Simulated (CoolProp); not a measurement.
Toluene along the isobar 104 bar: fugacity coefficient from the reference equation and from simpler models built on Tc = 591.7 K, pc = 41.26 bar, ω = 0.266; each cubic takes its own stable root.

Computed with CoolProp (reference Helmholtz-energy equation of state, Lemmon 2006). It is a short technical equation, of lower accuracy than the large ones.

| T (K) | phase | reference | van der Waals | Redlich-Kwong | Peng-Robinson |
|---|---|---|---|---|---|
| 557 | liquid | 0.2400 | 0.3322 | 0.2759 | 0.2450 |
| 562.3 | liquid | 0.2521 | 0.3410 | 0.2873 | 0.2575 |
| 567.5 | liquid | 0.2643 | 0.3498 | 0.2986 | 0.2700 |
| 572.8 | liquid | 0.2769 | 0.3587 | 0.3101 | 0.2829 |
| 578 | liquid | 0.2894 | 0.3675 | 0.3215 | 0.2957 |
| 583.3 | liquid | 0.3023 | 0.3764 | 0.3332 | 0.3090 |
| 588.5 | liquid | 0.3152 | 0.3852 | 0.3447 | 0.3220 |
| 593.8 | supercritical | 0.3283 | 0.3941 | 0.3564 | 0.3355 |
| 599 | supercritical | 0.3414 | 0.4029 | 0.3679 | 0.3487 |
| 604.3 | supercritical | 0.3548 | 0.4118 | 0.3797 | 0.3623 |
| 609.5 | supercritical | 0.3679 | 0.4205 | 0.3912 | 0.3756 |
| 614.8 | supercritical | 0.3814 | 0.4294 | 0.4028 | 0.3892 |
| 620 | supercritical | 0.3946 | 0.4380 | 0.4143 | 0.4024 |
